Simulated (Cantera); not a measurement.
Charge: 1 mol HMDSO, 1 mol O3, 0.63 mol H2, 2.1 mol O2, held at 1075 K and 0.180 bar.

Cantera equilibrium calculation (NASA polynomials, part measured and part estimated; ideal gas, pure solids and liquids). Candidate condensed phases: C, C6H6, C7H8, C8H18, H2O, Si, SiC, SiO2; 123 gas species. The feed counts by its element totals alone. Equilibrium is a limit: real reactors are often held back by kinetics, nucleation or transport.

Base state: H2 0.691, CO 0.298, H2O 0.00469, CH4 0.00388, CO2 0.00217 (mole fractions); condensed: C(graphite) + SiO2(β-quartz).

### Question
What changes in the equilibrium state with this change: O3 from 1 to 0.18 mol?

### Answer
| species | before | after |
|---|---|---|
| H2 | 0.691 | 0.840 |
| CO | 0.298 | 0.150 |
| CH4 | 0.00388 | 0.00573 |
| CO2 | 0.00217 | 0.000554 |
| H2O | 0.00469 | 0.00288 |
| C(graphite), mol | 1.84 | 4.23 |
| SiO2(β-quartz), mol | 2.00 | 2.00 |

### Question
What changes in the equilibrium state with this change: temperature from 1075 K to 1098.15 K?

### Answer
```
species               before    after
-------------------  -------  -------
H2                     0.691    0.692
CO                     0.298    0.300
H2O                  0.00469  0.00343
CO2                  0.00217  0.00147
CH4                  0.00388  0.00315
C(graphite), mol        1.84     1.82
SiO2(β-quartz), mol     2.00     2.00
```
